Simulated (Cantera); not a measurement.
Adiabatic ignition

An adiabatic, constant-volume homogeneous reactor starts with H2 : O2 : N2 = 1 : 0.455 : 1.71 (molar parts), equivalence ratio 1.1, at 1475 K and 1.00 atm.

Model: GRI-Mech 3.0 (53 species, 325 reactions), integrated in Cantera. Above 3000 K some thermodynamic fits are extrapolated.

| t (s) | T (K) | P (bar) | x H2 | x O2 | x H2O2 | x H | x N2O | x H2O | x HO2 |
|---|---|---|---|---|---|---|---|---|---|
| 2.00e-6 | 1475 | 1.01 | 0.316 | 0.144 | 5.68e-9 | 1.08e-6 | <1e-12 | 8.02e-7 | 4.52e-7 |
| 6.32e-6 | 1475 | 1.01 | 0.316 | 0.144 | 8.09e-8 | 9.30e-5 | 1.30e-11 | 0.000107 | 4.35e-6 |
| 2.00e-5 | 2141 | 1.42 | 0.0764 | 0.0267 | 6.12e-7 | 0.0927 | 6.85e-8 | 0.190 | 1.39e-5 |
| 6.32e-5 | 2952 | 1.85 | 0.0728 | 0.0145 | 5.77e-7 | 0.0357 | 4.21e-7 | 0.237 | 9.49e-6 |
| 0.000200 | 3006 | 1.88 | 0.0726 | 0.0125 | 6.46e-7 | 0.0319 | 5.61e-7 | 0.241 | 9.37e-6 |
| 0.000632 | 3000 | 1.87 | 0.0739 | 0.0115 | 6.13e-7 | 0.0315 | 6.39e-7 | 0.241 | 8.70e-6 |
| 0.00200 | 2999 | 1.87 | 0.0740 | 0.0114 | 6.10e-7 | 0.0315 | 6.47e-7 | 0.241 | 8.65e-6 |
| 0.00632 | 2999 | 1.87 | 0.0740 | 0.0114 | 6.10e-7 | 0.0315 | 6.47e-7 | 0.241 | 8.65e-6 |
| 0.0200 | 2999 | 1.87 | 0.0740 | 0.0114 | 6.10e-7 | 0.0315 | 6.47e-7 | 0.241 | 8.65e-6 |
| 0.0632 | 2999 | 1.87 | 0.0740 | 0.0114 | 6.10e-7 | 0.0315 | 6.47e-7 | 0.241 | 8.65e-6 |
| 0.200 | 2999 | 1.87 | 0.0740 | 0.0114 | 6.10e-7 | 0.0315 | 6.47e-7 | 0.241 | 8.65e-6 |
x: mole fraction; the columns are a selection and need not sum to one.

The time of steepest temperature rise is 13.9 µs. The temperature at 0.200 s is 2999 K, the equilibrium temperature is 2999 K and the x(H2) at 0.200 s is 0.0740 (gas-phase equilibrium 0.0740). The x(O2) at 0.200 s is 0.0114 (gas-phase equilibrium 0.0114). The x(H2O2) at 0.200 s is 6.10e-7 (gas-phase equilibrium 6.10e-7).
